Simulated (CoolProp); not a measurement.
A Linde-Hampson liquefier for carbon monoxide: isothermal reversible compression at 290 K from 1 atm to 20 MPa, throttling to 1 atm, return gas leaving the recuperator 0 K below the feed. Each further row changes one setting.

Computed with CoolProp (reference Helmholtz-energy equation of state, Lemmon 2006). It is a short technical equation, of lower accuracy than the large ones.

| case | liquid yield per pass | compression work (kJ/kg of gas) |
|---|---|---|
| as stated | 0.094 | 453 |
| high pressure 40 MPa | 0.116 | 519 |
| warm-end temperature 320 K | 0.069 | 503 |
| warm-end gap 5 K | 0.083 | 453 |
